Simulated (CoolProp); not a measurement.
Neopentane along the isobar 16200 kPa: Z from the reference equation and from simpler models built on Tc = 160.6 °C, pc = 3196 kPa, ω = 0.196; each cubic takes its own stable root.

The numbers come from the reference Helmholtz-energy equation of state, Lemmon 2006 in CoolProp. It is a short technical equation, of lower accuracy than the large ones.

```
T (°C)          phase  reference
------  -------------  ---------
84.25          liquid     0.7104
96.25          liquid     0.7023
108.35         liquid     0.6956
120.35         liquid     0.6904
132.35         liquid     0.6868
144.45         liquid     0.6845
156.45         liquid     0.6838
168.55  supercritical     0.6845
180.55  supercritical     0.6866
192.65  supercritical     0.6902
```

Question: How far does each simpler model (Redlich-Kwong, Soave-Redlich-Kwong) lie from the reference over these 10 states: mean and median of the absolute difference, and the worst?

Answer: 
- Redlich-Kwong: mean 4.7 %, median 4.8 %, worst +5.1 % at 84.25 °C and 16200 kPa
- Soave-Redlich-Kwong: mean 4.3 %, median 4.2 %, worst +5.2 % at 192.65 °C and 16200 kPa
